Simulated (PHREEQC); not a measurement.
Consider water at 33 °C with 0.1 mol HF, 0.017 mol NaF and 2.3e-07 mol H4SiO4 per kg of water. Closed to the air; pH follows from the charge balance.

The numbers come from PHREEQC with the ion-association model, wateq4f.dat.

| quantity | before | after |
|---|---|---|
| pH | 2.52 | 7.57 |
| ionic strength (mol/kgw) | 0.0203 | 0.0169 |
| HF (mol/kgw) | 0.0718 | 6.86e-7 |
| F- (mol/kgw) | 0.0157 | 0.0169 |
| HF2- (mol/kgw) | 0.00460 | 4.71e-8 |
| NaF (mol/kgw) | 0.000114 | 0.000125 |
| SI of Quartz (SiO2) | -11.62 | -2.77 |

Name the change that produced these shifts.
A) 0.043 mol/kgw KI added
B) HF replaced by AgF at the same molality
C) diluted 2-fold with water
D) HF left out
E) temperature from 33 to 45 °C

D, HF left out

This is a speciation only: nothing precipitates in the calculation. wateq4f.dat counts part of the HF as a dimer, H2F2, which phreeqc.dat doesn't know; its constant is uncertain. SiF6-2 is the database's only silicon fluoride.
